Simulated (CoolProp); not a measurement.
The fluid at 293.15 K and 0.563 MPa flows at 7.4 m/s in a round tube of 12.7 mm bore and 45 µm roughness, fully developed (64/Re and Nu = 3.66 if laminar; Colebrook and Gnielinski if turbulent). The same conditions are run with several fluids, on thermodynamics alone (safety and materials aside).

Values from CoolProp's reference Helmholtz-energy equation of state of each fluid (ethanol: Schroeder 2014; R227EA: Lemmon 2016; methanol: de Reuck 1993; R11: Jacobsen 1992; toluene: Lemmon 2006).

### Question
Rank ethanol, R227EA, methanol, R11, toluene by Reynolds number, highest first.

### Answer
R227EA (515000), R11 (306000), toluene (138000), methanol (127000), ethanol (62000)

```
fluid     Darcy friction factor  pressure drop (Pa/m)  heat-transfer coefficient (W/(m² K))  mass flow (kg/h)
--------  ---------------------  --------------------  ------------------------------------  ----------------
ethanol                  0.0293                 49800                                  9350              2670
R227EA                   0.0277                 84100                                 17400              4760
methanol                 0.0284                 48400                                 16700              2670
R11                      0.0278                 89400                                 14500              5030
toluene                  0.0283                 52900                                 12100              2930
```

Transport values come from each fluid's own correlations; those of R227EA, R11 are estimates that may be off by 10 % or more.
